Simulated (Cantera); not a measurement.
Input: 1 mol SiCl₄, 0.87 mol Cl₂, 8.1 mol H₂, held at 973.15 K and 15.0 bar.

These are equilibrium values from Cantera (NASA tables, ideal gas, pure condensed phases), not measurements of a reactor. Candidate condensed phases: Si; 19 gas species. Equilibrium is a limit: real reactors are often held back by kinetics, nucleation or transport.

Q: What is the equilibrium state?

A: 
* **x(H₂)**: 0.723
* **x(HCl)**: 0.177
* **x(SiCl₄)**: 0.0980
* **x(SiHCl₃)**: 0.00226
* **x(SiCl₃)**: 8.36e-6
* **x(SiH₂Cl₂)**: 5.42e-6
* **gas amount**: 9.970 mol
* **log10 activity of Si(s) (absent)**: -6.53
